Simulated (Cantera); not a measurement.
Feed: 1 mol HMDSO, 7.1 mol N2O, 6.1 mol N2, at 0.00133 bar.

Method: chemical equilibrium by Gibbs-energy minimisation in Cantera with the NASA 1993 tables (ideal gas, pure condensed phases). Candidate condensed phases: C, C6H6, C7H8, C8H18, H2O, Si, SiC, SiO2, Si2N2O, Si3N4; 151 gas species. The feed counts by its element totals alone. Mutual solubility and eutectic melting of coexisting phases are not modelled. The tables hold silica as quartz up to 1696 K and as liquid above; real silica turns to tridymite and cristobalite and melts near 1996 K. The numbers say what is thermodynamically allowed, not how fast it happens.

Question: What share of the Si ends up in condensed phases as a function of T (K), at 523, 673, 823, 973, 1123, 1273, 1423, 1573, 1723, 1873, 2023?

Answer: 
```csv
T (K),Si condensed (%),as
523,100.0,SiO2(α-quartz)
673,100.0,SiO2(α-quartz)
823,100.0,SiO2(α-quartz)
973,100.0,SiO2(β-quartz)
1123,100.0,SiO2(β-quartz) + Si2N2O(s)
1273,100.0,SiO2(β-quartz) + Si2N2O(s)
1423,96.9,SiO2(β-quartz) + Si2N2O(s)
1573,4.9,SiO2(β-quartz)
1723,2.2,SiO2(condensed)
1873,0.0,-
2023,0.0,-
```
